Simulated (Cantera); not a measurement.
# Thermodynamics of nitride etching, feed AlN + Cl2

Feed: 1 mol AlN, 3.8 mol Cl2, held at 10.0 mbar.

Cantera equilibrium calculation (NASA polynomials, part measured and part estimated; ideal gas, pure solids and liquids). Candidate condensed phases: Al, AlCl3, AlN; 11 gas species. The tables' values for AlCl2 are old estimates; treat these amounts as uncertain. The numbers say what is thermodynamically allowed, not how fast it happens.

From 998 K to 1748 K nothing is condensed. The main Al-bearing gas is AlCl3 throughout.

```tsv
T (K)	log p Cl	log p Cl2	log p AlCl3	log p N2	log p AlCl2	log p Al2Cl6	log p AlCl
998	-4.53	-2.22	-2.58	-2.88	-13.00	-6.15	<-14
1073	-4.08	-2.22	-2.58	-2.88	-11.90	-6.57	<-14
1148	-3.69	-2.23	-2.58	-2.89	-10.94	-6.94	<-14
1223	-3.35	-2.24	-2.59	-2.89	-10.10	-7.26	<-14
1298	-3.05	-2.27	-2.60	-2.90	-9.36	-7.55	<-14
1373	-2.80	-2.32	-2.62	-2.92	-8.70	-7.83	-13.66
1448	-2.59	-2.40	-2.64	-2.94	-8.09	-8.09	-12.57
1523	-2.43	-2.52	-2.67	-2.97	-7.54	-8.34	-11.55
1598	-2.31	-2.68	-2.70	-3.00	-7.01	-8.58	-10.57
1673	-2.23	-2.89	-2.73	-3.03	-6.50	-8.79	-9.62
1748	-2.18	-3.14	-2.76	-3.06	-6.00	-8.97	-8.70
```
log p: log10 of the partial pressure in bar; nothing condenses.
